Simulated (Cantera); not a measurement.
A perfectly stirred reactor is fed with H2 : O2 : N2 : H2O = 1 : 0.333 : 1.17 : 0.092 (molar parts), at 14.8 atm; it is adiabatic with a 625 K inlet, and is followed from long to short residence time, starting on the burning branch (τ in s: 0.067, 0.03, 0.013, 0.0058, 0.0026, 0.0011, 0.0005, 0.00022, 9.8e-05, 4.3e-05, 1.9e-05).

Model: the H2/O2 subset of GRI-Mech 3.0, which has no nitrogen chemistry, integrated in Cantera. The hydrogen kinetics of GRI-Mech 3.0 are dated; newer H2 mechanisms differ, most at raised pressure. The pressure lies above the range GRI-Mech 3.0 was tuned for (to about 10 atm).

Question: What does this change do: inlet temperature 625 to 800 K?

Answer: 
```
quantity                                                                          before                                   after
------------------------------------------------  --------------------------------------  --------------------------------------
blow-out, bracketed by the residence times tried  burning at 19.0 µs, the shortest tried  burning at 19.0 µs, the shortest tried
x(H2) at τ = 67.0 ms                                                               0.147                                   0.146
x(O2) at τ = 67.0 ms                                                             1.30e-5                                 3.58e-5
x(H2O) at τ = 67.0 ms                                                              0.333                                   0.332
x(OH) at τ = 67.0 ms                                                             0.00108                                 0.00212
x(H) at τ = 67.0 ms                                                              0.00234                                 0.00400
x(H2) at τ = 1.10 ms                                                               0.147                                   0.146
x(O2) at τ = 1.10 ms                                                            0.000131                                0.000118
x(H2O) at τ = 1.10 ms                                                              0.333                                   0.331
x(OH) at τ = 1.10 ms                                                             0.00147                                 0.00241
x(H) at τ = 1.10 ms                                                              0.00323                                 0.00459
```
